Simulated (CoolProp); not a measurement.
c-C4F8 (RC318) along the isobar 3.56 MPa: Z from the reference equation and from simpler models built on Tc = 388.4 K, pc = 2.778 MPa, ω = 0.355; each cubic takes its own stable root.

Model: reference Helmholtz-energy equation of state, Platzer 1990, in CoolProp. This equation is an older, rougher fit; its heat capacities, sound speeds and derivatives of the liquid may be far off and weren't checked against measurements.

```tsv
T (K)	phase	reference
303	liquid	0.1882
331.2	liquid	0.1867
359.3	liquid	0.1923
387.4	liquid	0.2206
415.6	supercritical	0.5316
443.7	supercritical	0.6940
471.9	supercritical	0.7786
500	supercritical	0.8339
```

Problem. How far does each simpler model (van der Waals, Soave-Redlich-Kwong) lie from the reference over these 8 states: mean and median of the absolute difference, and the worst?

Solution. 
- van der Waals: mean 30.9 %, median 29.3 %, worst +56.3 % at 303 K and 3.56 MPa
- Soave-Redlich-Kwong: mean 6.6 %, median 4.9 %, worst +18.3 % at 387.4 K and 3.56 MPa
